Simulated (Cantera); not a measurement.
Charge: 1 mol acetone, a varied amount of O₂, at 2698.15 K and 50.0 mbar.

Method: chemical equilibrium by Gibbs-energy minimisation in Cantera with the NASA 1993 tables (ideal gas, pure condensed phases). Candidate condensed phases: C, C₆H₆, C₇H₈, C₈H₁₈, H₂O; 110 gas species. The feed counts by its element totals alone. The numbers say what is thermodynamically allowed, not how fast it happens.

Problem. Which condensed phases are stable at each of these points (n(O₂) (mol)): 0.011, 0.017, 0.027, 0.042, 0.066, 0.1, 0.16, 0.25, 0.4, 0.62, 0.97?

Solution. 
| n(O₂) (mol) | condensed phases | C condensed (%) |
|---|---|---|
| 0.011 | C(graphite) | 61.7 |
| 0.017 | C(graphite) | 61.3 |
| 0.027 | C(graphite) | 60.6 |
| 0.042 | C(graphite) | 59.6 |
| 0.066 | C(graphite) | 58.0 |
| 0.1 | C(graphite) | 55.8 |
| 0.16 | C(graphite) | 51.8 |
| 0.25 | C(graphite) | 45.8 |
| 0.4 | C(graphite) | 35.8 |
| 0.62 | C(graphite) | 21.1 |
| 0.97 | gas only | 0.0 |

From 0.011 mol O₂ to 0.62 mol O₂ the condensed part is C(graphite). At 0.97 mol O₂ nothing is condensed.
